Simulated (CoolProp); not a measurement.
R245fa at 298.15 K and 1.3 MPa flows at 16 m/s in a round tube of 25 mm bore and 15 µm roughness, fully developed (64/Re and Nu = 3.66 if laminar; Colebrook and Gnielinski if turbulent). Each further row changes one setting.

The numbers come from the reference Helmholtz-energy equation of state, Akasaka 2015 in CoolProp.

```
case             Reynolds number  Darcy friction factor  pressure drop (Pa/m)  heat-transfer coefficient (W/(m² K))  mass flow (kg/h)
---------------  ---------------  ---------------------  --------------------  ------------------------------------  ----------------
as stated                1340000             (withheld)            (withheld)                            (withheld)             37900
velocity 32 m/s          2670000                 0.0176                483000                                 53800        (withheld)
diameter 50 mm           2670000             (withheld)            (withheld)                                 24200        (withheld)
```

**Question.** What belongs in the gaps?

**Answer.** 
- as stated, Darcy friction factor: 0.0177
- as stated, pressure drop (Pa/m): 122000
- as stated, heat-transfer coefficient (W/(m² K)): 27100
- velocity 32 m/s, mass flow (kg/h): 75900
- diameter 50 mm, Darcy friction factor: 0.0152
- diameter 50 mm, pressure drop (Pa/m): 52300
- diameter 50 mm, mass flow (kg/h): 152000

Viscosity comes from a separate model (Bell 2016), an estimate that may be off by 10 % or more. Thermal conductivity comes from a separate model (Huber 2003), an estimate that may be off by 10 % or more.
